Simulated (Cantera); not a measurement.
Feed: 1 mol CO2, 0.48 mol H2, held at 2373 K and 1.00 Torr.

Equilibrium computed with Cantera from the NASA thermochemical tables; the gas is ideal and each condensed phase is pure. Equilibrium is a limit: real reactors are often held back by kinetics, nucleation or transport.

```json
[
 {"species": "H2", "before": "0.0511", "after": "0.471"},
 {"species": "H", "before": "0.0865", "after": "0.262"},
 {"species": "CO", "before": "0.370", "after": "0.131"},
 {"species": "CO2", "before": "0.185", "after": "0.00545"},
 {"species": "O2", "before": "0.0620", "after": "0.000428"},
 {"species": "O", "before": "0.0511", "after": "0.00425"},
 {"species": "OH", "before": "0.0449", "after": "0.0113"},
 {"species": "H2O", "before": "0.149", "after": "0.114"}
]
```
Gas species are given as mole fractions.

Problem. What was changed between the two runs?
A) temperature from 2373 K to 875 K
B) temperature from 2373 K to 3275 K
C) H2 from 0.48 to 3 mol
D) H2 from 0.48 to 5.3 mol

Solution. D, H2 from 0.48 to 5.3 mol
